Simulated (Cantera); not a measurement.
## Adiabatic ignition

An adiabatic, constant-volume homogeneous reactor starts with 12.8 % CH₄, 18.3 % O₂, 68.8 % N₂, at 1050 K and 0.987 atm.

Model: GRI-Mech 3.0 (53 species, 325 reactions), integrated in Cantera.

```json
[
 {"t (s)": "2.00e-6", "T (K)": "1050", "P (bar)": "1.00", "x CH₄": "0.128", "x O₂": "0.183", "x CO": "<1e-12", "x N₂O": "<1e-12", "x H": "<1e-12"},
 {"t (s)": "5.49e-6", "T (K)": "1050", "P (bar)": "1.00", "x CH₄": "0.128", "x O₂": "0.183", "x CO": "<1e-12", "x N₂O": "<1e-12", "x H": "<1e-12"},
 {"t (s)": "1.51e-5", "T (K)": "1050", "P (bar)": "1.00", "x CH₄": "0.128", "x O₂": "0.183", "x CO": "<1e-12", "x N₂O": "<1e-12", "x H": "<1e-12"},
 {"t (s)": "4.13e-5", "T (K)": "1050", "P (bar)": "1.00", "x CH₄": "0.128", "x O₂": "0.183", "x CO": "<1e-12", "x N₂O": "<1e-12", "x H": "<1e-12"},
 {"t (s)": "0.000113", "T (K)": "1050", "P (bar)": "1.00", "x CH₄": "0.128", "x O₂": "0.183", "x CO": "<1e-12", "x N₂O": "<1e-12", "x H": "<1e-12"},
 {"t (s)": "0.000311", "T (K)": "1050", "P (bar)": "1.00", "x CH₄": "0.128", "x O₂": "0.183", "x CO": "<1e-12", "x N₂O": "<1e-12", "x H": "<1e-12"},
 {"t (s)": "0.000854", "T (K)": "1050", "P (bar)": "1.00", "x CH₄": "0.128", "x O₂": "0.183", "x CO": "1.56e-12", "x N₂O": "<1e-12", "x H": "2.17e-12"},
 {"t (s)": "0.00234", "T (K)": "1050", "P (bar)": "1.00", "x CH₄": "0.128", "x O₂": "0.183", "x CO": "3.92e-11", "x N₂O": "<1e-12", "x H": "9.54e-12"},
 {"t (s)": "0.00643", "T (K)": "1050", "P (bar)": "1.00", "x CH₄": "0.128", "x O₂": "0.183", "x CO": "1.37e-9", "x N₂O": "<1e-12", "x H": "5.15e-11"},
 {"t (s)": "0.0176", "T (K)": "1050", "P (bar)": "1.00", "x CH₄": "0.128", "x O₂": "0.183", "x CO": "4.91e-8", "x N₂O": "1.23e-12", "x H": "1.11e-10"},
 {"t (s)": "0.0484", "T (K)": "1050", "P (bar)": "1.00", "x CH₄": "0.128", "x O₂": "0.183", "x CO": "7.51e-7", "x N₂O": "4.42e-12", "x H": "1.72e-10"},
 {"t (s)": "0.133", "T (K)": "1051", "P (bar)": "1.00", "x CH₄": "0.128", "x O₂": "0.183", "x CO": "9.47e-6", "x N₂O": "2.06e-11", "x H": "4.49e-10"},
 {"t (s)": "0.364", "T (K)": "1058", "P (bar)": "1.01", "x CH₄": "0.127", "x O₂": "0.183", "x CO": "0.000222", "x N₂O": "1.76e-10", "x H": "4.09e-9"},
 {"t (s)": "1.00", "T (K)": "2774", "P (bar)": "2.87", "x CH₄": "<1e-12", "x O₂": "0.00121", "x CO": "0.0824", "x N₂O": "2.05e-7", "x H": "0.0106"}
]
```
x: mole fraction; the columns are a selection and need not sum to one.

| Item | Value |
|---|---|
| time of steepest temperature rise | 0.542 s |
| temperature at 1.00 s | 2774 K |
| equilibrium temperature | 2774 K |
| x(CH₄) at 1.00 s | <1e-12 (gas-phase equilibrium <1e-12) |
| x(O₂) at 1.00 s | 0.00121 (gas-phase equilibrium 0.00121) |
| x(CO) at 1.00 s | 0.0824 (gas-phase equilibrium 0.0824) |
